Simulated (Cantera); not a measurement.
# Thermodynamics of abatement and gas-phase synthesis, feed CO₂ + H₂ + O₂

Charge: 1 mol CO₂, 0.85 mol H₂, 0.26 mol O₂, at 9.50 bar.

Cantera equilibrium calculation (NASA polynomials, part measured and part estimated; ideal gas, pure solids and liquids). Candidate condensed phases: C, C₆H₆, C₇H₈, C₈H₁₈, H₂O; 131 gas species. Ions and electrons are included (thermal ionisation). The numbers say what is thermodynamically allowed, not how fast it happens.

```csv
T (K),x H₂O,x CO₂,x H,x CO,x O,x OH,x O₂,x H₂
2000,0.425,0.396,9.71e-5,0.145,2.55e-7,0.000122,1.38e-6,0.0339
2250,0.429,0.391,0.000417,0.149,8.62e-6,0.000897,5.19e-5,0.0299
2500,0.427,0.385,0.00135,0.154,0.000141,0.00435,0.000898,0.0275
2750,0.414,0.362,0.00372,0.168,0.00123,0.0147,0.00731,0.0281
3000,0.378,0.306,0.00947,0.205,0.00591,0.0348,0.0259,0.0342
3250,0.321,0.228,0.0221,0.253,0.0182,0.0624,0.0505,0.0452
3500,0.249,0.151,0.0462,0.292,0.0422,0.0912,0.0696,0.0582
3750,0.174,0.0911,0.0854,0.311,0.0799,0.113,0.0767,0.0689
4000,0.106,0.0513,0.139,0.311,0.129,0.120,0.0717,0.0721
4250,0.0561,0.0277,0.200,0.298,0.184,0.110,0.0586,0.0659
4500,0.0258,0.0147,0.258,0.282,0.236,0.0884,0.0427,0.0529
4750,0.0108,0.00789,0.305,0.267,0.278,0.0646,0.0287,0.0384
5000,0.00428,0.00433,0.338,0.257,0.307,0.0445,0.0183,0.0263
```
x: gas mole fraction; nothing condenses.

From 2000 K to 5000 K nothing is condensed. The main C-bearing gas is CO₂ at 2000 K and CO at 5000 K.
